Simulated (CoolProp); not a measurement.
Saturation properties of CH3F (R41) (Tc = 317.3 K, pc = 59.06 bar, ω = 0.200).

Computed with CoolProp (reference Helmholtz-energy equation of state, Lemmon 2006). It is a short technical equation, of lower accuracy than the large ones.

```tsv
T (K)	p (bar)	liquid density (kg/m³)	vapour density (kg/m³)
161.5	0.1050	947.3	0.2689
166.5	0.1576	937.7	?
171.5	0.2303	?	0.5594
176.6	0.3308	918.0	?
181.6	0.4615	908.1	1.068
186.6	0.6309	898.0	1.430
191.6	0.8470	887.8	1.881
196.6	1.118	877.4	2.439
201.6	1.454	866.8	3.118
206.6	1.863	856.0	3.936
211.6	2.358	845.0	4.915
216.7	2.962	833.5	?
221.7	3.663	821.9	7.467
```

Task: Complete the blanks.

Result: 
- 166.5, vapour density (kg/m³): 0.3928
- 171.5, liquid density (kg/m³): 928.0
- 176.6, vapour density (kg/m³): 0.7837
- 216.7, vapour density (kg/m³): 6.099

It boils at 194.8 K under 1 atm.
